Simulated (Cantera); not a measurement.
An adiabatic, constant-pressure homogeneous reactor starts with CO : H₂ : O₂ : N₂ = 1 : 0.31 : 0.595 : 3.63 (molar parts), at 1123 K and 7500 Torr. Integrator tolerance rtol = 1e-08.

Cantera simulation using GRI-Mech 3.0 (53 species, 325 reactions); the numbers are that mechanism's predictions, not measurements. The hydrogen kinetics of GRI-Mech 3.0 are dated; newer H2 mechanisms differ, most at raised pressure.

Question: What does this change do: constant volume in place of constant pressure?

Answer: 
```csv
quantity,before,after
time of steepest temperature rise,0.237 ms,0.217 ms
temperature at 0.200 s,2591 K,2805 K
equilibrium temperature,2591 K,2805 K
x(CO) at 0.200 s,0.0395 (gas-phase equilibrium 0.0395),0.0505 (gas-phase equilibrium 0.0505)
x(H₂) at 0.200 s,0.00221 (gas-phase equilibrium 0.00221),0.00272 (gas-phase equilibrium 0.00272)
x(O₂) at 0.200 s,0.00574 (gas-phase equilibrium 0.00574),0.00926 (gas-phase equilibrium 0.00926)
x(N₂O) at 0.200 s,7.20e-7 (gas-phase equilibrium 7.20e-7),1.90e-6 (gas-phase equilibrium 1.90e-6)
x(H₂O) at 0.200 s,0.0580 (gas-phase equilibrium 0.0580),0.0558 (gas-phase equilibrium 0.0558)
```

Question: What does this change do: pressure from 7500 Torr to 760 Torr?

Answer: 
```csv
quantity,before,after
time of steepest temperature rise,0.237 ms,0.146 ms
temperature at 0.200 s,2591 K,2491 K
equilibrium temperature,2591 K,2491 K
x(CO) at 0.200 s,0.0395 (gas-phase equilibrium 0.0395),0.0504 (gas-phase equilibrium 0.0504)
x(H₂) at 0.200 s,0.00221 (gas-phase equilibrium 0.00221),0.00305 (gas-phase equilibrium 0.00305)
x(O₂) at 0.200 s,0.00574 (gas-phase equilibrium 0.00574),0.0107 (gas-phase equilibrium 0.0107)
x(N₂O) at 0.200 s,7.20e-7 (gas-phase equilibrium 7.20e-7),2.62e-7 (gas-phase equilibrium 2.62e-7)
x(H₂O) at 0.200 s,0.0580 (gas-phase equilibrium 0.0580),0.0554 (gas-phase equilibrium 0.0554)
```
